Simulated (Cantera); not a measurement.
A closed system holds: 1 mol CH₃SiCl₃, 0.73 mol HCl, 270 mol H₂, held at 1275 °C and 0.0160 bar.

Method: chemical equilibrium by Gibbs-energy minimisation in Cantera with the NASA 1993 tables (ideal gas, pure condensed phases). Candidate condensed phases: C, C₆H₆, C₇H₈, C₈H₁₈, Si, SiC; 109 gas species. The feed counts by its element totals alone. Kinetics and transport are ignored.

Q: What is the equilibrium state?

A: 
| Property | Value |
|---|---|
| x(H₂) | 0.986 |
| x(HCl) | 0.0136 |
| x(H) | 0.000242 |
| x(SiCl₂) | 1.52e-5 |
| x(CH₄) | 1.14e-5 |
| x(Cl) | 2.66e-6 |
| x(C₂H₂ (acetylene)) | 1.98e-6 |
| n(SiC(s)) | 0.996 mol |
| gas amount | 273.8 mol |
| log10 activity of C(graphite) (absent) | -0.45 |
| log10 activity of Si(s) (absent) | -1.61 |
